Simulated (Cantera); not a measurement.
Low-pressure radical oxidation in H2/O2

A perfectly stirred reactor is fed with H2 : O2 : N2 = 0.048 : 1 : 0.017 (molar parts), equivalence ratio 0.024, at 0.0133 bar; it is held at 1150 K, and followed from long to short residence time.

Detailed kinetics in Cantera: GRI-Mech 3.0 (53 species, 325 reactions). Radical loss at walls, strong at low pressure, is not modelled. The temperature is held fixed by assumption; the heat of reaction is taken as removed at once.

```csv
τ (s),x H2,x O2,x H2O2,x H,x O
0.81,0.000208,0.934,7.67e-8,0.000252,0.00300
0.35,0.000339,0.932,8.57e-8,0.000547,0.00495
0.15,0.000552,0.929,9.42e-8,0.00114,0.00792
0.065,0.000892,0.924,1.03e-7,0.00219,0.0118
0.028,0.00146,0.919,1.14e-7,0.00379,0.0161
0.012,0.00248,0.915,1.33e-7,0.00570,0.0195
0.0052,0.00437,0.913,1.66e-7,0.00743,0.0206
```
x: mole fraction; the columns are a selection and need not sum to one.
